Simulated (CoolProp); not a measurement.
A Linde-Hampson liquefier for normal hydrogen: isothermal reversible compression at 200 K from 1 atm to 15 MPa, throttling to 1 atm, return gas leaving the recuperator 5 K below the feed. Each further row changes one setting.

Model: reference Helmholtz-energy equation of state, Leachman 2009, in CoolProp.

```csv
case,compression work (kJ/kg of gas)
as stated,4210
high pressure 30 MPa,4890
warm-end temperature 230 K,4840
warm-end gap 10 K,4210
```
